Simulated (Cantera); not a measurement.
## Pyrogenic steam for wet oxidation

An isothermal, constant-pressure homogeneous reactor starts with 38.6 % H₂, 22.7 % O₂, 38.6 % N₂, equivalence ratio 0.85, at 800 K and 0.133 bar.

Cantera simulation using GRI-Mech 3.0 (53 species, 325 reactions); the numbers are that mechanism's predictions, not measurements. Radical loss at walls, strong at low pressure, is not modelled. Below about 950 K walls govern HO2 and H2O2 in real vessels. The temperature is held fixed by assumption; the heat of reaction is taken as removed at once.

| t (s) | x H₂ | x O₂ | x NO | x N₂O | x NO₂ |
|---|---|---|---|---|---|
| 7.00e-6 | 0.386 | 0.227 | <1e-12 | <1e-12 | <1e-12 |
| 2.20e-5 | 0.386 | 0.227 | <1e-12 | <1e-12 | <1e-12 |
| 6.89e-5 | 0.386 | 0.227 | <1e-12 | <1e-12 | <1e-12 |
| 0.000216 | 0.386 | 0.227 | <1e-12 | <1e-12 | <1e-12 |
| 0.000678 | 0.386 | 0.227 | <1e-12 | <1e-12 | <1e-12 |
| 0.00213 | 0.386 | 0.227 | <1e-12 | <1e-12 | <1e-12 |
| 0.00668 | 0.386 | 0.227 | <1e-12 | <1e-12 | <1e-12 |
| 0.0210 | 0.386 | 0.227 | <1e-12 | <1e-12 | <1e-12 |
| 0.0658 | 0.386 | 0.227 | <1e-12 | <1e-12 | <1e-12 |
| 0.206 | 0.386 | 0.227 | <1e-12 | <1e-12 | <1e-12 |
| 0.647 | 0.295 | 0.183 | 9.73e-11 | 1.34e-10 | 3.22e-9 |
| 2.03 | 0.294 | 0.183 | 1.13e-10 | 1.35e-10 | 3.20e-9 |
| 6.37 | 0.294 | 0.183 | 1.51e-10 | 1.36e-10 | 3.16e-9 |
| 20.0 | 0.292 | 0.182 | 2.61e-10 | 1.44e-10 | 3.06e-9 |
x: mole fraction; the columns are a selection and need not sum to one.

Equilibrium at this temperature and pressure: H₂ <1e-12, O₂ 0.0423, NO 7.05e-7, N₂O 2.16e-11, NO₂ 3.55e-8 (gas phase only).
